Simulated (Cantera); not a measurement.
A perfectly stirred reactor is fed with H₂ : O₂ : H₂O = 0.04 : 1 : 0.086 (molar parts), at 0.0133 bar; it is held at 1223 K, and followed from long to short residence time.

Cantera simulation using the H2/O2 subset of GRI-Mech 3.0, which has no nitrogen chemistry; the numbers are that mechanism's predictions, not measurements. Radical loss at walls, strong at low pressure, is not modelled. The temperature is held fixed by assumption; the heat of reaction is taken as removed at once.

Question: Predict: x(H₂) at τ = 0.700 s; x(O₂) at τ = 0.700 s; x(H₂O) at τ = 0.700 s; x(O) at τ = 0.700 s; x(H₂O₂) at τ = 0.700 s; x(H₂) at τ = 34.0 ms; x(O₂) at τ = 34.0 ms; x(H₂O) at τ = 34.0 ms; x(O) at τ = 34.0 ms; x(H₂O₂) at τ = 34.0 ms.

Answer: 
```json
{
 "x(H₂) at τ = 0.700 s": "0.000214",
 "x(O₂) at τ = 0.700 s": "0.883",
 "x(H₂O) at τ = 0.700 s": "0.113",
 "x(O) at τ = 0.700 s": "0.00199",
 "x(H₂O₂) at τ = 0.700 s": "1.14e-7",
 "x(H₂) at τ = 34.0 ms": "0.00123",
 "x(O₂) at τ = 34.0 ms": "0.874",
 "x(H₂O) at τ = 34.0 ms": "0.109",
 "x(O) at τ = 34.0 ms": "0.0104",
 "x(H₂O₂) at τ = 34.0 ms": "1.87e-7"
}
```
